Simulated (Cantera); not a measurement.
Feed: 1 mol SiC, 0.0045 mol C, 0.04 mol N₂, equilibrated at 0.470 bar.

Method: chemical equilibrium by Gibbs-energy minimisation in Cantera with the NASA 1993 tables (ideal gas, pure condensed phases). Candidate condensed phases: C, Si, SiC, Si₃N₄; 20 gas species. The numbers say what is thermodynamically allowed, not how fast it happens. All values below are at 1898 K.

Base state: N₂ 1.000 (mole fractions); condensed: C(graphite) + SiC(s).

**Question.** What changes in the equilibrium state with this change: 0.015 mol CO₂ added?

**Answer.** 
```csv
species,before,after
N₂,1.000,0.579
CO,0,0.414
SiO,0,0.00758
"C(graphite), mol",0.00450,0
"SiC(s), mol",1.00,0.993
"Si₂N₂O(s), mol",0,0.00318
```
Mutual solubility and eutectic melting of coexisting phases are not modelled. Further candidate phases: SiO₂, Si₂N₂O.
